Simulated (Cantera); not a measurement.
# Ignition delay

Mixture: 7.14 % CH4, 18.6 % O2, 69.7 % N2, 4.57 % CO2, at 1.01 bar, adiabatic and at constant pressure. Ignition delay is the time to a rise of 400 K.

Computed with Cantera and GRI-Mech 3.0 (53 species, 325 reactions).

| T0 (K) | delay (ms) |
|---|---|
| 1198 | 43.8 |
| 1248 | 21.8 |
| 1298 | 11.3 |
| 1348 | 6.02 |
| 1398 | 3.34 |
| 1448 | 1.92 |
| 1498 | 1.15 |
| 1548 | 0.720 |
| 1598 | 0.468 |

```
Item                                                     Value
--------------------------------------------------  ----------
apparent activation energy between 1498 and 1598 K  180 kJ/mol
```
